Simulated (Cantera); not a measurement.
Input: 1 mol MgO, 6.3 mol C, 3.3 mol H₂, at 1248.15 K and 3900 Pa.

Cantera equilibrium calculation (NASA polynomials, part measured and part estimated; ideal gas, pure solids and liquids). Candidate condensed phases: C, C₆H₆, C₇H₈, C₈H₁₈, H₂O, Mg, MgCO₃, MgO, Mg(OH)₂; 116 gas species. Equilibrium is a limit: real reactors are often held back by kinetics, nucleation or transport.

Base state: H₂ 0.999, CH₄ 0.000434, CO 0.000128, Mg 0.000128 (mole fractions); condensed: C(graphite) + MgO(s).

**Question.** What changes in the equilibrium state with this change: MgO replaced by Fe₃O₄?

**Answer.** 
```json
[
 {"species": "CO", "before": "0.000128", "after": "0.548"},
 {"species": "H₂", "before": "0.999", "after": "0.452"},
 {"species": "H₂O", "before": "7.66e-8", "after": "0.000148"},
 {"species": "CH₄", "before": "0.000434", "after": "8.87e-5"},
 {"species": "Mg", "before": "0.000128", "after": "0"},
 {"species": "CO₂", "before": "<1e-9", "after": "0.000115"},
 {"species": "C(graphite), mol", "before": "6.30", "after": "2.30"},
 {"species": "MgO(s), mol", "before": "1.000", "after": "0"},
 {"species": "Fe(γ), mol", "before": "0", "after": "3.00"}
]
```
Condensed phases not in the tables: cementite and carbon dissolved in iron. Further candidate phases: Fe, Fe(CO)₅, FeO, Fe(OH)₂, Fe(OH)₃, Fe₂O₃, Fe₃O₄.
